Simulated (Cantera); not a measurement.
What does this Cantera script print?

```python
import numpy as np
import cantera as ct

gas_names = """
    Ca CaF CaF2 CaO CaOH CaO2H2 Ca2 F FO FO2 F2 F2O H HF HNO HNO2 HNO3 HOF HO2 H2 H2F2 H2O H2O2 H3F3
    H4F4 H5F5 H6F6 H7F7 N NF NF2 NF3 NH NH2 NH3 NH2OH NO NO2 NO3 N2 N2H2 N2H4 N2O O OH O2 O3
""".split()
cond_names = """
    Ca(a) Ca(b) Ca(L) CaF2(a) CaF2(b) CaF2(L) CaO(s) CaO(L) CaO2H2(s) H2O(s) H2O(L)
""".split()


def load(file, names, dense=False):
    # The tables refer to 1 bar. Condensed volumes are neglected.
    table = {s.name: s for s in ct.Species.list_from_file(file)}
    out = []
    for n in names:
        d = dict(table[n].input_data)
        d["thermo"] = dict(d["thermo"], **{"reference-pressure": 1e5})
        if dense:
            d["equation-of-state"] = {"model": "constant-volume", "density": "1e6 g/cm^3"}
        out.append(ct.Species.from_dict(d))
    return out


gas = ct.Solution(thermo="ideal-gas", species=load("nasa_gas.yaml", gas_names))
cond = {s.name: ct.Solution(thermo="fixed-stoichiometry", species=[s], name=s.name)
        for s in load("nasa_condensed.yaml", cond_names, dense=True)}
atoms = {
    'CaF2': {'Ca': 1, 'F': 2},
    'H2O': {'H': 2, 'O': 1},
    'N2': {'N': 2},
}
top_T = {}  # K; cautious upper limits of use, not melting points


def equilibrate(T, P, feed):
    n = {}
    for name, mol in feed.items():
        for a, k in atoms[name].items():
            n[a] = n.get(a, 0.0) + k * mol
    gas.TPX = T, P, n
    mass = sum(n.values()) * gas.mean_molecular_weight
    gas.equilibrate("TP")
    valid = [c for c in cond.values() if c.min_temp <= T <= top_T.get(c.name, c.max_temp)]
    mix = ct.Mixture([(gas, mass / gas.mean_molecular_weight)] + [(c, 0.0) for c in valid])
    mix.T, mix.P = T, P
    mix.equilibrate("TP", solver="vcs", rtol=1e-11, max_steps=5000)
    return mix


results = []
T = 1098.15  # K
P = 480  # Pa
for m in [0.18, 0.34, 0.67, 1.3, 2.6, 5, 9.8, 19]:
    feed = {'CaF2': 1, 'H2O': m, 'N2': 72}  # mol
    mix = equilibrate(T, P, feed)
    results.append((T, P, feed, dict(zip(mix.species_names, mix.species_moles))))

top = {s: max(r[3][s] / sum(r[3][g] for g in gas_names) for r in results) for s in gas_names}
cols = sorted((s for s in top if top[s] > 0.0001), key=lambda s: -top[s])[:5]
seen = [c for c in cond_names if any(r[3].get(c, 0) > 1e-12 for r in results)]
print("log10 of partial pressures in bar; condensed amounts in mol")
print(f"{'n(H2O)':>10s}" + "".join(f"{s[:9]:>10s}" for s in cols + seen))
for T, P, feed, n in results:
    ng = sum(n[g] for g in gas_names)
    print(f"{feed['H2O']:10.4g}" + "".join(f"{np.log10(max(n[s] / ng * P / 1e5, 1e-99)):10.3f}" for s in cols)
          + "".join(f"{n.get(c, 0):10.4g}" for c in seen))
```

Result:

```
log10 of partial pressures in bar; condensed amounts in mol
    n(H2O)        N2       H2O        HF   CaF2(a)    CaO(s)
      0.18    -2.320    -4.939    -6.033     0.993  0.006972
      0.34    -2.321    -4.659    -5.893    0.9904  0.009645
      0.67    -2.323    -4.363    -5.745    0.9864   0.01363
       1.3    -2.327    -4.076    -5.601    0.9809   0.01912
       2.6    -2.334    -3.781    -5.454    0.9727   0.02734
         5    -2.348    -3.510    -5.318    0.9614   0.03857
       9.8    -2.374    -3.243    -5.185    0.9443   0.05572
        19    -2.421    -3.001    -5.064    0.9181    0.0819
```

Cantera equilibrium calculation (NASA polynomials, part measured and part estimated; ideal gas, pure solids and liquids). Mutual solubility and eutectic melting of coexisting phases are not modelled.
